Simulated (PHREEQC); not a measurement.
Alkaline etch or developer: speciation

A solution holds 24.3 mmol/kgw NH3 and 11 mmol/kgw CO2, at 25 °C. Closed to the air; pH follows from the charge balance.

All values are PHREEQC results (ion-association model, phreeqc.dat), not measurements.

No solid was allowed to form.

Predict the pH, specific conductance.

pH 9.29; specific conductance 1400 µS/cm.

In which forms is N present?

NH4+ 50 %, NH3 50 % of the N.

Carbamate, which ammonia and carbonate form, is missing from the database.
